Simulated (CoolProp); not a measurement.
A Linde-Hampson liquefier for ethane: isothermal reversible compression at 320 K from 1 atm to 25 MPa, throttling to 1 atm, return gas leaving the recuperator 0 K below the feed. Each further row changes one setting.

Computed with CoolProp (reference Helmholtz-energy equation of state, Bücker 2006).

```
case                        liquid yield per pass  compression work (kJ/kg of gas)
--------------------------  ---------------------  -------------------------------
as stated                                   0.467                              378
high pressure 50 MPa                        0.451                              436
warm-end temperature 350 K                  0.390                              443
warm-end gap 5 K                            0.460                              378
```
